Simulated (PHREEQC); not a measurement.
Make-up at 22 °C: 0.04 mmol/kgw CuSO4, 1.8 mmol/kgw HBF4 and 0.0019 mmol/kgw H3BO3. Closed to the air; pH follows from the charge balance.

Computed with PHREEQC (ion-association model, phreeqc.dat).

Task: The ionic strength comes out as 0.00212 mol/kgw. What activity coefficients do HSO4-, Cu+2, BF2(OH)2-, SO4-2, BF3OH- get?

Result: HSO4- 0.95, Cu+2 0.82, BF2(OH)2- 0.95, SO4-2 0.82, BF3OH- 0.95.

Precipitation was switched off in this run. Real BF4- forms and hydrolyses slowly; the run takes it at equilibrium.
